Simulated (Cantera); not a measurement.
**Gas activation for diamond growth**

An isothermal, constant-pressure homogeneous reactor starts with CH4 : H2 : CO2 = 0.0094 : 1 : 0.023 (molar parts), at 2873 K and 0.140 bar.

Detailed kinetics in Cantera: GRI-Mech 3.0 (53 species, 325 reactions).

| t (s) | x CH4 | x H2 | x CO2 | x CH2CO | x HO2 | x CH3 |
|---|---|---|---|---|---|---|
| 4.00e-6 | 0.00851 | 0.966 | 0.0221 | 9.80e-11 | 4.20e-11 | 0.000579 |
| 2.00e-5 | 0.00716 | 0.953 | 0.0193 | 2.00e-8 | 1.77e-10 | 0.00176 |
| 0.000100 | 0.00293 | 0.906 | 0.00140 | 7.60e-7 | 2.56e-10 | 0.00244 |
| 0.000503 | 0.000253 | 0.876 | 6.69e-5 | 9.89e-7 | 3.67e-10 | 0.000377 |
| 0.00252 | 1.05e-6 | 0.823 | 5.56e-5 | 2.73e-9 | 3.77e-10 | 2.86e-6 |
| 0.0126 | 2.32e-11 | 0.732 | 5.34e-5 | <1e-12 | 7.02e-10 | 1.18e-10 |
| 0.0633 | 1.84e-11 | 0.721 | 5.32e-5 | <1e-12 | 7.40e-10 | 9.96e-11 |
| 0.317 | 1.84e-11 | 0.721 | 5.32e-5 | <1e-12 | 7.40e-10 | 9.96e-11 |
| 1.59 | 1.84e-11 | 0.721 | 5.32e-5 | <1e-12 | 7.40e-10 | 9.96e-11 |
| 7.97 | 1.84e-11 | 0.721 | 5.32e-5 | <1e-12 | 7.40e-10 | 9.96e-11 |
| 39.9 | 1.84e-11 | 0.721 | 5.32e-5 | <1e-12 | 7.40e-10 | 9.96e-11 |
| 200 | 1.84e-11 | 0.721 | 5.32e-5 | <1e-12 | 7.40e-10 | 9.96e-11 |
x: mole fraction; the columns are a selection and need not sum to one.

Equilibrium at this temperature and pressure: CH4 1.91e-11, H2 0.721, CO2 5.32e-5, CH2CO <1e-12, HO2 7.40e-10, CH3 1.04e-10 (gas phase only).
